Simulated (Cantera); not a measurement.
Stirred combustor or abatement burner

A perfectly stirred reactor is fed with CH₃OH : O₂ : N₂ = 1 : 1.85 : 6.96 (molar parts), equivalence ratio 0.81, at 1.58 atm; it is adiabatic with a 650 K inlet, and is followed from long to short residence time, starting on the burning branch (τ in s: 0.48, 0.2, 0.086, 0.036, 0.015, 0.0065, 0.0027, 0.0011, 0.00048, 0.0002, 8.6e-05).

Detailed kinetics in Cantera: GRI-Mech 3.0 (53 species, 325 reactions). GRI-Mech 3.0 was tuned for natural gas; its chemistry of methanol as a main component is partial and can be far from experiment.

```tsv
τ (s)	T (K)	x CH₃OH	x O₂	x C₂H	x H₂O	x CO
0.48	2258	1.08e-7	0.0327	<1e-12	0.189	0.00371
0.20	2258	2.54e-7	0.0332	<1e-12	0.189	0.00380
0.086	2258	5.70e-7	0.0338	<1e-12	0.189	0.00399
0.036	2255	1.28e-6	0.0345	<1e-12	0.189	0.00442
0.015	2245	2.77e-6	0.0352	<1e-12	0.188	0.00531
0.0065	2225	5.43e-6	0.0362	<1e-12	0.186	0.00690
0.0027	2189	1.04e-5	0.0376	<1e-12	0.184	0.00956
0.0011	2138	1.97e-5	0.0397	<1e-12	0.181	0.0133
0.00048	2078	3.63e-5	0.0421	3.03e-12	0.177	0.0174
0.00020	2006	7.38e-5	0.0454	1.36e-11	0.173	0.0225
8.6e-5	1929	0.000166	0.0499	6.10e-11	0.170	0.0295
```
x: mole fraction; the columns are a selection and need not sum to one.
